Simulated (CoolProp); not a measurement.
Vapour-liquid equilibrium of hydrogen chloride (1) + n-butane (2) at 0.611 MPa; x and y are mole fractions of (1).

The numbers come from the multi-fluid Helmholtz-energy mixture model, Thol 2018 and Bücker 2006; pair parameters Bell 2016 in CoolProp.

Q: Give the bubble temperature and the first vapour's composition at x = 0.05, 0.25, 0.85. Is there an azeotrope?

A: x = 0.05: 305.2 K, y = 0.495; x = 0.25: 250.8 K, y = 0.937; x = 0.85: 230.5 K, y = 0.988. No azeotrope shows between x = 0.05 and 0.95.

Pair parameters are fitted to limited data, so mixtures are less certain than the pure fluids. With so large a gap from Raoult's law the liquid may split in two, which this calculation doesn't test in full.
